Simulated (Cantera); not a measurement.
A closed system holds: 1 mol SiO₂, 68 mol H₂, 2 mol H₂O, equilibrated at 2223.15 K and 10.0 mbar.

Method: chemical equilibrium by Gibbs-energy minimisation in Cantera with the NASA 1993 tables (ideal gas, pure condensed phases). Candidate condensed phases: H₂O, Si, SiO₂; 18 gas species. Kinetics and transport are ignored.

Base state: H₂ 0.885, H 0.0603, H₂O 0.0405, SiO 0.0137, OH 0.000399, O 1.89e-5 (mole fractions); condensed: gas only.

Q: What changes in the equilibrium state with this change: temperature from 2223.15 K to 1900 K?

A: 
| species | before | after |
|---|---|---|
| H₂ | 0.885 | 0.936 |
| H₂O | 0.0405 | 0.0421 |
| SiO | 0.0137 | 0.0140 |
| H | 0.0603 | 0.00768 |
| O | 1.89e-5 | 1.75e-7 |
| OH | 0.000399 | 2.83e-5 |

Q: What changes in the equilibrium state with this change: temperature from 2223.15 K to 1375 K?

A: 
```
species                before    after
-------------------  --------  -------
H₂                      0.885    0.971
H₂O                    0.0405   0.0286
H                      0.0603  3.38e-5
SiO                    0.0137  1.12e-7
OH                   0.000399  1.79e-8
O                     1.89e-5    <1e-9
SiO₂(β-quartz), mol         0    1.000
```
The tables hold silica as quartz up to 1696 K and as liquid above; real silica turns to tridymite and cristobalite and melts near 1996 K.

Q: What changes in the equilibrium state with this change: SiO₂ replaced by TiO₂?

A: 
```csv
species,before,after
H₂,0.885,0.906
H,0.0603,0.0610
H₂O,0.0405,0.0320
SiO,0.0137,0
TiO₂,0,0.000248
TiO,0,0.000182
O,1.89e-5,1.45e-5
OH,0.000399,0.000311
"Ti₃O₅(l), mol",0,0.323
```
Further candidate phases: Ti, TiO, TiO₂, Ti₂O₃, Ti₃O₅, Ti₄O₇.
